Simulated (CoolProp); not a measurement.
A single-stage vapour-compression cycle with R125: evaporating at 269.15 K (dew point), condensing at 304.15 K (bubble point), superheat 10 K, subcooling 0 K, compressor efficiency 0.8, no pressure losses. Each further row changes one setting.

The numbers come from the reference Helmholtz-energy equation of state, Lemmon 2005 in CoolProp.

```json
[
 {"case": "as stated", "cooling COP": "4.66", "pressure ratio": "2.73", "discharge temperature (K)": "318.6", "refrigerating effect (kJ/kg)": "98.5", "volumetric capacity (kJ/m³)": "3430"},
 {"case": "evaporating temperature 274.15 K", "cooling COP": "5.70", "pressure ratio": "2.33", "discharge temperature (K)": "317.9", "refrigerating effect (kJ/kg)": "101", "volumetric capacity (kJ/m³)": "4120"},
 {"case": "condensing temperature 299.15 K", "cooling COP": "5.72", "pressure ratio": "2.40", "discharge temperature (K)": "313.2", "refrigerating effect (kJ/kg)": "106", "volumetric capacity (kJ/m³)": "3670"},
 {"case": "subcooling 5 K", "cooling COP": "5.00", "pressure ratio": "2.73", "discharge temperature (K)": "318.6", "refrigerating effect (kJ/kg)": "106", "volumetric capacity (kJ/m³)": "3680"},
 {"case": "superheat 20 K", "cooling COP": "4.77", "pressure ratio": "2.73", "discharge temperature (K)": "328.2", "refrigerating effect (kJ/kg)": "107", "volumetric capacity (kJ/m³)": "3530"},
 {"case": "compressor efficiency 0.7", "cooling COP": "4.08", "pressure ratio": "2.73", "discharge temperature (K)": "321.5", "refrigerating effect (kJ/kg)": "98.5", "volumetric capacity (kJ/m³)": "3430"}
]
```
